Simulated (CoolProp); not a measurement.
A Linde-Hampson liquefier for CF4 (R14): isothermal reversible compression at 320 K from 1 atm to 30 MPa, throttling to 1 atm, return gas leaving the recuperator 0 K below the feed. Each further row changes one setting.

The numbers come from the reference Helmholtz-energy equation of state, Platzer 1990 in CoolProp. This equation is an older, rougher fit; its heat capacities, sound speeds and derivatives of the liquid may be far off and weren't checked against measurements.

```csv
case,liquid yield per pass,compression work (kJ/kg of gas)
as stated,?,159
warm-end temperature 350 K,0.196,?
warm-end gap 5 K,?,159
```

Q: Fill in the missing entries.

A: 
- as stated, liquid yield per pass: 0.249
- warm-end temperature 350 K, compression work (kJ/kg of gas): 179
- warm-end gap 5 K, liquid yield per pass: 0.238
